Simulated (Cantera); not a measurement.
# Catalytic combustion on Pt

An isothermal plug-flow reactor at 975 K and 0.365 atm (inlet), inlet velocity 1.1 m/s, active area per volume 150 1/m; feed H2 : O2 : N2 : H2O = 0.023 : 0.12 : 0.79 : 0.092 (molar parts).

Detailed kinetics in Cantera: Deutschmann's 1995 Pt surface mechanism with GRI-Mech 3.0 gas chemistry. Catalytic surfaces can have several steady states; this one follows from the mechanism file's or the stated starting coverage. Mass transfer to the wall is taken as infinitely fast.

```tsv
z (m)	x H2	x O2	x H2O	θ free Pt	θ O*	θ OH*
8.4e-05	0.0190	0.116	0.0934	0.373	0.623	0.00468
0.00018	0.0159	0.114	0.0966	0.336	0.660	0.00459
0.00039	0.0114	0.112	0.101	0.290	0.706	0.00445
0.00084	0.00617	0.110	0.107	0.249	0.746	0.00429
0.0018	0.00193	0.108	0.111	0.225	0.771	0.00418
0.0039	0.000176	0.107	0.113	0.217	0.779	0.00414
0.0084	1.13e-6	0.107	0.113	0.216	0.780	0.00414
```
x: gas mole fraction; θ: surface coverage.
